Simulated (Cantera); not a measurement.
Source: NASA polynomial tables (part measured, part estimated), evaluated in Cantera. Values are per mole of reaction as written; species without (g) are pure solids or liquids, kept so even where they would boil at 1 bar.

FeCl₃(g) → Fe + 3 Cl(g)

```json
[
 {"T (K)": "300", "ΔH° (kJ)": "617.0", "ΔS° (J/K)": "178.7", "ΔG° (kJ)": "563.4", "log10 K": "-98.10", "condensed phases": "Fe(α)"},
 {"T (K)": "1325", "ΔH° (kJ)": "641.5", "ΔS° (J/K)": "210.6", "ΔG° (kJ)": "362.5", "log10 K": "-14.29", "condensed phases": "Fe(γ)"},
 {"T (K)": "1375", "ΔH° (kJ)": "642.4", "ΔS° (J/K)": "211.2", "ΔG° (kJ)": "352.0", "log10 K": "-13.37", "condensed phases": "Fe(γ)"},
 {"T (K)": "1425", "ΔH° (kJ)": "643.3", "ΔS° (J/K)": "211.9", "ΔG° (kJ)": "341.4", "log10 K": "-12.51", "condensed phases": "Fe(γ)"},
 {"T (K)": "1475", "ΔH° (kJ)": "644.3", "ΔS° (J/K)": "212.5", "ΔG° (kJ)": "330.8", "log10 K": "-11.71", "condensed phases": "Fe(γ)"},
 {"T (K)": "1525", "ΔH° (kJ)": "___", "ΔS° (J/K)": "___", "ΔG° (kJ)": "___", "log10 K": "___", "condensed phases": "Fe(γ)"},
 {"T (K)": "1575", "ΔH° (kJ)": "___", "ΔS° (J/K)": "___", "ΔG° (kJ)": "___", "log10 K": "___", "condensed phases": "Fe(γ)"},
 {"T (K)": "1625", "ΔH° (kJ)": "___", "ΔS° (J/K)": "___", "ΔG° (kJ)": "___", "log10 K": "___", "condensed phases": "Fe(γ)"},
 {"T (K)": "1675", "ΔH° (kJ)": "648.9", "ΔS° (J/K)": "215.5", "ΔG° (kJ)": "288.0", "log10 K": "-8.98", "condensed phases": "Fe(δ)"},
 {"T (K)": "1725", "ΔH° (kJ)": "___", "ΔS° (J/K)": "___", "ΔG° (kJ)": "___", "log10 K": "___", "condensed phases": "Fe(δ)"}
]
```

Problem. Complete the blanks.

Solution. 
- 1525, ΔH° (kJ): 645.2
- 1525, ΔS° (J/K): 213.1
- 1525, ΔG° (kJ): 320.1
- 1525, log10 K: -10.97
- 1575, ΔH° (kJ): 646.1
- 1575, ΔS° (J/K): 213.8
- 1575, ΔG° (kJ): 309.5
- 1575, log10 K: -10.26
- 1625, ΔH° (kJ): 647.1
- 1625, ΔS° (J/K): 214.4
- 1625, ΔG° (kJ): 298.8
- 1625, log10 K: -9.60
- 1725, ΔH° (kJ): 650.1
- 1725, ΔS° (J/K): 216.1
- 1725, ΔG° (kJ): 277.2
- 1725, log10 K: -8.39
